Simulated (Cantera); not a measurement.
A freely propagating, adiabatic, planar premixed flame of CH4 : O2 : N2 = 1 : 2.7 : 10.2 (molar parts), equivalence ratio 0.74, unburnt at 350 K and 30000 Pa; mixture-averaged transport, grid criteria slope 0.08 and curve 0.16, no radiation.

Cantera simulation using GRI-Mech 3.0 (53 species, 325 reactions); the numbers are that mechanism's predictions, not measurements. Burning velocities carry a grid error of a few per cent, more on coarse grids.

**Question.** Predict: laminar burning velocity; thermal thickness; peak x(HCN); peak x(CH2).

**Answer.** 
```json
{
  "laminar_burning_velocity": "46.6 cm/s",
  "thermal_thickness": "1.36 mm",
  "peak x(HCN)": "3.16e-7",
  "peak x(CH2)": "1.64e-5"
}
```
